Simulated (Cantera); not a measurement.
A perfectly stirred reactor is fed with CH₄ : C₂H₆ : O₂ : N₂ = 1 : 0.33 : 1.86 : 7.42 (molar parts), equivalence ratio 1.7, at 0.257 atm; it is adiabatic with a 675 K inlet, and is followed from long to short residence time, starting on the burning branch (τ in s: 0.042, 0.018, 0.0077, 0.0033, 0.0014, 0.00062, 0.00027, 0.00012, 5e-05).

Model: GRI-Mech 3.0 (53 species, 325 reactions), integrated in Cantera.

Q: What does this change do: pressure from 0.257 atm to 4.93 atm?

A: 
```
quantity                                                                       before                                 after
------------------------------------------------  -----------------------------------  ------------------------------------
blow-out, bracketed by the residence times tried  burning at 1.40 ms, out at 0.620 ms  burning at 0.270 ms, out at 0.120 ms
x(CH₄) at τ = 42.0 ms                                                        0.000428                               0.00226
x(C₂H₆) at τ = 42.0 ms                                                        2.28e-6                               1.29e-6
x(O₂) at τ = 42.0 ms                                                         0.000313                              0.000146
x(NO) at τ = 42.0 ms                                                         0.000153                               2.80e-5
x(CO₂) at τ = 42.0 ms                                                          0.0306                                0.0317
x(CH₄) at τ = 1.40 ms                                                         0.00337                               0.00724
x(C₂H₆) at τ = 1.40 ms                                                        7.95e-5                               3.44e-5
x(O₂) at τ = 1.40 ms                                                          0.00670                               0.00271
x(NO) at τ = 1.40 ms                                                          3.09e-5                               1.29e-5
x(CO₂) at τ = 1.40 ms                                                          0.0267                                0.0338
```
